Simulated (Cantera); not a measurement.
## Low-pressure radical oxidation in H2/O2

An isothermal, constant-pressure homogeneous reactor starts with H2 : O2 : N2 = 0.21 : 1 : 0.19 (molar parts), equivalence ratio 0.10, at 975 K and 0.0133 bar.

Cantera simulation using the H2/O2 subset of GRI-Mech 3.0, which has no nitrogen chemistry; the numbers are that mechanism's predictions, not measurements. Radical loss at walls, strong at low pressure, is not modelled. The temperature is held fixed by assumption; the heat of reaction is taken as removed at once.

```csv
t (s),x H2,x O2,x HO2,x H,x OH,x H2O
0.000200,0.150,0.714,1.04e-10,1.07e-10,1.75e-11,4.03e-11
0.000469,0.150,0.714,2.48e-10,4.26e-10,8.46e-11,4.00e-10
0.00110,0.150,0.714,6.94e-10,5.85e-9,1.24e-9,8.63e-9
0.00257,0.150,0.714,4.95e-8,2.10e-6,4.46e-7,3.31e-6
0.00603,0.0361,0.663,1.04e-5,0.0518,0.00474,0.0866
0.0141,0.00348,0.677,1.26e-5,0.0125,0.00230,0.148
0.0331,0.000565,0.689,8.61e-6,0.000611,0.000732,0.161
0.0777,8.07e-5,0.691,3.35e-6,2.63e-5,0.000242,0.162
0.182,1.28e-5,0.691,9.50e-7,1.76e-6,9.85e-5,0.162
0.427,2.25e-6,0.691,2.57e-7,1.77e-7,4.62e-5,0.162
1.00,4.71e-7,0.691,7.68e-8,2.49e-8,2.41e-5,0.162
```
x: mole fraction; the columns are a selection and need not sum to one.

Equilibrium at this temperature and pressure: H2 6.92e-11, O2 0.691, HO2 6.53e-10, H <1e-12, OH 3.53e-7, H2O 0.162 (gas phase only).
